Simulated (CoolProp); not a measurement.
CF4 (R14) along the isotherm 158.9 K: fugacity coefficient from the reference equation and from simpler models built on Tc = 227.4 K, pc = 37.62 bar, ω = 0.178; each cubic takes its own stable root.

Values from CoolProp's reference Helmholtz-energy equation of state, Platzer 1990. This equation is an older, rougher fit; its heat capacities, sound speeds and derivatives of the liquid may be far off and weren't checked against measurements.

| p (bar) | phase | reference | van der Waals | Redlich-Kwong | Soave-Redlich-Kwong | Peng-Robinson |
|---|---|---|---|---|---|---|
| 6.72 | liquid | 0.3461 | ___ | 0.4514 | 0.3484 | 0.3457 |
| 13.4 | liquid | 0.1787 | 0.5010 | 0.2334 | 0.1800 | 0.1780 |
| 20.2 | liquid | 0.1221 | 0.3476 | 0.1597 | 0.1231 | 0.1213 |
| 26.9 | liquid | ___ | 0.2727 | 0.1236 | 0.09521 | 0.09349 |
| 33.6 | liquid | 0.07778 | 0.2280 | 0.1020 | 0.07851 | 0.07684 |
| 40.3 | liquid | 0.06675 | 0.1985 | 0.08764 | 0.06742 | 0.06576 |
| 47 | liquid | 0.05891 | 0.1777 | 0.07744 | 0.05953 | ___ |
| 53.7 | liquid | 0.05307 | 0.1623 | 0.06984 | 0.05365 | 0.05198 |
| 60.5 | liquid | 0.04850 | 0.1504 | 0.06389 | 0.04906 | 0.04737 |
| 67.2 | liquid | 0.04493 | 0.1413 | 0.05926 | 0.04547 | 0.04376 |
| 73.9 | liquid | 0.04205 | 0.1340 | 0.05551 | 0.04257 | 0.04083 |
| 80.6 | liquid | 0.03967 | 0.1281 | 0.05242 | 0.04018 | 0.03841 |
| 87.3 | liquid | 0.03768 | 0.1234 | 0.04985 | 0.03818 | 0.03639 |
| 94.1 | liquid | 0.03599 | 0.1194 | 0.04764 | 0.03648 | ___ |

What belongs in the gaps?


- 6.72, van der Waals: 0.8774
- 26.9, reference: 0.09438
- 47, Peng-Robinson: 0.05787
- 94.1, Peng-Robinson: 0.03465

At some of these states van der Waals gives the other phase, because its saturation line lies elsewhere.
